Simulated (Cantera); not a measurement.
**Thermodynamics of carbothermic reduction, feed Cu2O + CO + H2**

A closed system holds: 1 mol Cu2O, 2.3 mol CO, 0.21 mol H2, equilibrated at 1200 Pa.

Method: chemical equilibrium by Gibbs-energy minimisation in Cantera with the NASA 1993 tables (ideal gas, pure condensed phases). Candidate condensed phases: C, C6H6, C7H8, C8H18, Cu, CuO, Cu(OH)2, Cu2O, H2O; 113 gas species. Equilibrium is a limit: real reactors are often held back by kinetics, nucleation or transport.

From 1652 °C to 1702 °C the condensed part is Cu(l). From 1752 °C to 2302 °C nothing is condensed. The main Cu-bearing gas is Cu throughout.

```tsv
T (°C)	log p CO	log p Cu	log p CO2	log p H2O	log p H	log p O	log p O2	log p H2	log p OH	n Cu(l)
1652	-2.24	-2.68	-2.47	-3.23	-4.84	-6.83	-6.79	-3.63	-5.50	1.47
1702	-2.30	-2.47	-2.54	-3.29	-4.72	-6.46	-6.41	-3.71	-5.32	0.996
1752	-2.41	-2.28	-2.65	-3.40	-4.63	-6.12	-6.05	-3.84	-5.18	0
1802	-2.41	-2.28	-2.65	-3.40	-4.50	-5.79	-5.71	-3.85	-4.99	0
1852	-2.41	-2.28	-2.65	-3.41	-4.37	-5.47	-5.38	-3.87	-4.82	0
1902	-2.41	-2.28	-2.65	-3.41	-4.25	-5.18	-5.08	-3.88	-4.65	0
1952	-2.41	-2.28	-2.66	-3.42	-4.14	-4.90	-4.79	-3.90	-4.50	0
2002	-2.41	-2.28	-2.67	-3.44	-4.03	-4.63	-4.53	-3.92	-4.36	0
2052	-2.40	-2.28	-2.68	-3.46	-3.93	-4.39	-4.30	-3.93	-4.23	0
2102	-2.40	-2.28	-2.71	-3.49	-3.83	-4.17	-4.09	-3.95	-4.12	0
2152	-2.39	-2.29	-2.74	-3.53	-3.73	-3.96	-3.92	-3.96	-4.02	0
2202	-2.38	-2.29	-2.78	-3.59	-3.64	-3.78	-3.78	-3.98	-3.94	0
2252	-2.37	-2.30	-2.83	-3.66	-3.55	-3.62	-3.67	-3.99	-3.88	0
2302	-2.36	-2.31	-2.89	-3.74	-3.47	-3.48	-3.59	-4.02	-3.84	0
```
log p: log10 of the partial pressure in bar; n: condensed amount in mol.
